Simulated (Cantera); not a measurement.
Charge: 1 mol Al2O3, 0.061 mol H2, at 220000 Pa.

Cantera equilibrium calculation (NASA polynomials, part measured and part estimated; ideal gas, pure solids and liquids). Candidate condensed phases: Al, Al2O3, H2O; 19 gas species. The tables' values for AlOH are old estimates; treat these amounts as uncertain. Gases not in the tables: Al(OH)3. Rates play no part.

At 2598 K, list the 4 most abundant gas species with their mole fractions, and the condensed phases.

H2 0.967, H 0.0252, H2O 0.00485, Al 0.00135. Condensed: Al2O3(l).
